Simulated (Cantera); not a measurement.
Mixture: CH3OH : O2 : N2 = 1 : 1.36 : 5.13 (molar parts), at 1.01 bar, adiabatic and at constant pressure. Ignition delay is the time to a rise of 400 K.

Model: GRI-Mech 3.0 (53 species, 325 reactions), integrated in Cantera. GRI-Mech 3.0 was tuned for natural gas; its chemistry of methanol as a main component is partial and can be far from experiment.

Problem. What does this change do: pressure from 1.01 bar to 10.0 bar?

Solution. 
```json
[
 {"quantity": "delay at 1050 K", "before": "0.159 s", "after": "26.3 ms"},
 {"quantity": "delay at 1100 K", "before": "56.3 ms", "after": "9.16 ms"},
 {"quantity": "delay at 1150 K", "before": "21.9 ms", "after": "3.50 ms"},
 {"quantity": "delay at 1200 K", "before": "9.25 ms", "after": "1.45 ms"},
 {"quantity": "delay at 1250 K", "before": "4.22 ms", "after": "0.649 ms"},
 {"quantity": "delay at 1300 K", "before": "2.06 ms", "after": "0.311 ms"},
 {"quantity": "apparent activation energy between 1200 and 1300 K", "before": "190 kJ/mol", "after": "200 kJ/mol"}
]
```

Problem. What does this change do: N2 5.13 to 15 parts?

Solution. 
```tsv
quantity	before	after
delay at 1050 K	0.159 s	0.212 s
delay at 1100 K	56.3 ms	75.2 ms
delay at 1150 K	21.9 ms	29.5 ms
delay at 1200 K	9.25 ms	12.6 ms
delay at 1250 K	4.22 ms	5.88 ms
delay at 1300 K	2.06 ms	2.96 ms
apparent activation energy between 1200 and 1300 K	190 kJ/mol	190 kJ/mol
```
